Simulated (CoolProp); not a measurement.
Vapour-liquid equilibrium of cyclohexane (1) + n-octane (2) at 0.206 MPa; x and y are mole fractions of (1).

The numbers come from the multi-fluid Helmholtz-energy mixture model, Zhou 2014 and Beckmüller 2019; pair parameters Bell 2016 in CoolProp.

```json
[
 {"x": "0.05", "bubble temperature (°C)": "149.8", "y at the bubble point": "0.119", "dew temperature at overall composition x (°C)": "151.9", "liquid density (mol/L)": "5.229"},
 {"x": "0.15", "bubble temperature (°C)": "143.2", "y at the bubble point": "0.321", "dew temperature at overall composition x (°C)": "148.9", "liquid density (mol/L)": "5.475"},
 {"x": "0.25", "bubble temperature (°C)": "137.2", "y at the bubble point": "0.481", "dew temperature at overall composition x (°C)": "145.6", "liquid density (mol/L)": "5.731"},
 {"x": "0.35", "bubble temperature (°C)": "131.6", "y at the bubble point": "0.607", "dew temperature at overall composition x (°C)": "142.2", "liquid density (mol/L)": "6.000"},
 {"x": "0.45", "bubble temperature (°C)": "126.7", "y at the bubble point": "0.707", "dew temperature at overall composition x (°C)": "138.4", "liquid density (mol/L)": "6.284"},
 {"x": "0.55", "bubble temperature (°C)": "122.2", "y at the bubble point": "0.787", "dew temperature at overall composition x (°C)": "134.2", "liquid density (mol/L)": "6.585"},
 {"x": "0.65", "bubble temperature (°C)": "118.1", "y at the bubble point": "0.852", "dew temperature at overall composition x (°C)": "129.6", "liquid density (mol/L)": "6.905"},
 {"x": "0.75", "bubble temperature (°C)": "114.3", "y at the bubble point": "0.904", "dew temperature at overall composition x (°C)": "124.3", "liquid density (mol/L)": "7.249"},
 {"x": "0.85", "bubble temperature (°C)": "110.9", "y at the bubble point": "0.948", "dew temperature at overall composition x (°C)": "118.2", "liquid density (mol/L)": "7.619"},
 {"x": "0.95", "bubble temperature (°C)": "107.8", "y at the bubble point": "0.984", "dew temperature at overall composition x (°C)": "110.7", "liquid density (mol/L)": "8.019"}
]
```

No azeotrope shows between x = 0.05 and 0.95.

The pair parameters rest on a limited set of measurements; away from them the model extrapolates.
